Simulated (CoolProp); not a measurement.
A closed Brayton cycle with carbon dioxide: compressor inlet 323.15 K and 8.6 MPa, high pressure 22.8 MPa, turbine inlet 910 K, compressor efficiency 0.89, turbine efficiency 0.85, recuperator effectiveness 0.8 (on enthalpy, no pinch check). Each further row changes one setting.

Computed with CoolProp (reference Helmholtz-energy equation of state, Span 1996).

```json
[
 {"case": "as stated", "thermal efficiency (%)": "29.2", "net work (kJ/kg)": "90.0", "compressor to turbine work": "0.33", "compressor exit (K)": "399.5", "turbine exit (K)": "792.6"},
 {"case": "turbine inlet 860 K", "thermal efficiency (%)": "28.4", "net work (kJ/kg)": "___", "compressor to turbine work": "0.35", "compressor exit (K)": "399.5", "turbine exit (K)": "___"},
 {"case": "compressor inlet 333.15 K", "thermal efficiency (%)": "28.4", "net work (kJ/kg)": "___", "compressor to turbine work": "0.38", "compressor exit (K)": "___", "turbine exit (K)": "792.6"},
 {"case": "high pressure 19.4 MPa", "thermal efficiency (%)": "27.1", "net work (kJ/kg)": "77.8", "compressor to turbine work": "0.32", "compressor exit (K)": "___", "turbine exit (K)": "___"},
 {"case": "recuperator effectiveness 0.5", "thermal efficiency (%)": "20.2", "net work (kJ/kg)": "90.0", "compressor to turbine work": "0.33", "compressor exit (K)": "399.5", "turbine exit (K)": "792.6"}
]
```

**Question.** Complete the blanks.

**Answer.** 
- turbine inlet 860 K, net work (kJ/kg): 81.9
- turbine inlet 860 K, turbine exit (K): 746.6
- compressor inlet 333.15 K, net work (kJ/kg): 83.2
- compressor inlet 333.15 K, compressor exit (K): 416.9
- high pressure 19.4 MPa, compressor exit (K): 386.7
- high pressure 19.4 MPa, turbine exit (K): 811.5
